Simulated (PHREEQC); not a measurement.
**Arsenic or selenium liquor: an equilibrium model**

Dissolve 0.92 mmol/kgw H2SeO3 and 1.1 mmol/kgw H2SO4 at 20 °C. Closed to the air; pH follows from the charge balance.

Computed with PHREEQC (ion-association model, wateq4f.dat).

Each row changes one thing in this solution. This is a speciation only: nothing precipitates in the calculation.

```
case                                               pH  ionic strength (mol/kgw)  SO4-2 (mol/kgw)  H2SeO3 (mol/kgw)  HSeO3- (mol/kgw)  HSO4- (mol/kgw)
-----------------------------------------------  ----  ------------------------  ---------------  ----------------  ----------------  ---------------
as made                                          2.63                   0.00340         0.000942          0.000506          0.000414         0.000158
diluted 5-fold with water                        3.26                  0.000783         0.000211           4.27e-5          0.000141          9.31e-6
diluted 10-fold with water                        ___                  0.000404         0.000107           1.27e-5           7.93e-5          2.55e-6
H2SeO3 replaced by Na2SeO3 at the same molality   ___                       ___          0.00103          0.000289          0.000631          6.45e-5
H2SO4 from 0.0011 to 0.00022 mol/kgw             3.01                   0.00123         0.000204          0.000320          0.000600          1.57e-5
```

Problem. Some entries are withheld; supply them.

Solution. 
- diluted 10-fold with water, pH: 3.54
- H2SeO3 replaced by Na2SeO3 at the same molality, pH: 3.06
- H2SeO3 replaced by Na2SeO3 at the same molality, ionic strength (mol/kgw): 0.00379
